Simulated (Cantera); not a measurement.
## Premixed flame

A freely propagating, adiabatic, planar premixed flame of 16.5 % CO, 15.1 % H2, 14.4 % O2, 54.0 % N2, equivalence ratio 1.1, unburnt at 650 K and 3750 Torr; mixture-averaged transport, grid criteria slope 0.08 and curve 0.16, no radiation.

Computed with Cantera and GRI-Mech 3.0 (53 species, 325 reactions). The hydrogen kinetics of GRI-Mech 3.0 are dated; newer H2 mechanisms differ, most at raised pressure. Burning velocities carry a grid error of a few per cent, more on coarse grids.

| z (mm) | T (K) | u (m/s) | x CO | x H2 | x O2 | x NO | x HO2 | x H2O2 |
|---|---|---|---|---|---|---|---|---|
| -0.236 | 650 | 4.09 | 0.165 | 0.151 | 0.144 | <1e-8 | <1e-8 | <1e-8 |
| -0.157 | 650 | 4.09 | 0.165 | 0.151 | 0.144 | <1e-8 | <1e-8 | <1e-8 |
| -0.118 | 650 | 4.09 | 0.165 | 0.151 | 0.144 | <1e-8 | 7.28e-8 | <1e-8 |
| -0.0786 | 651 | 4.09 | 0.165 | 0.149 | 0.144 | <1e-8 | 2.23e-6 | 1.09e-7 |
| -0.0393 | 678 | 4.20 | 0.167 | 0.135 | 0.146 | <1e-8 | 0.000272 | 1.48e-5 |
| -0.0197 | 913 | 5.51 | 0.167 | 0.103 | 0.139 | 1.61e-7 | 0.000641 | 7.19e-5 |
| 0 | 1384 | 8.18 | 0.153 | 0.0532 | 0.103 | 2.19e-6 | 0.000272 | 1.73e-5 |
| 0.0197 | 1723 | 10.0 | 0.128 | 0.0228 | 0.0632 | 8.65e-6 | 0.000118 | 3.40e-6 |
| 0.0393 | 1912 | 11.0 | 0.107 | 0.0163 | 0.0450 | 1.67e-5 | 6.37e-5 | 1.83e-6 |
| 0.0786 | 2110 | 12.0 | 0.0842 | 0.0156 | 0.0324 | 3.05e-5 | 3.22e-5 | 1.01e-6 |
| 0.157 | 2286 | 12.8 | 0.0704 | 0.0142 | 0.0246 | 5.11e-5 | 1.66e-5 | 6.34e-7 |
| 0.315 | 2427 | 13.5 | 0.0615 | 0.0116 | 0.0188 | 8.43e-5 | 8.99e-6 | 4.54e-7 |
| 0.629 | 2530 | 13.9 | 0.0536 | 0.00950 | 0.0142 | 0.000143 | 5.61e-6 | 3.68e-7 |
x: mole fraction of selected species; z is measured from the peak of heat release.

The laminar burning velocity is 409 cm/s and the thermal thickness is 0.0786 mm. The peak x(HO2) is 0.000718, the peak x(H2O2) comes out as 7.22e-5 and the grid points is 120.
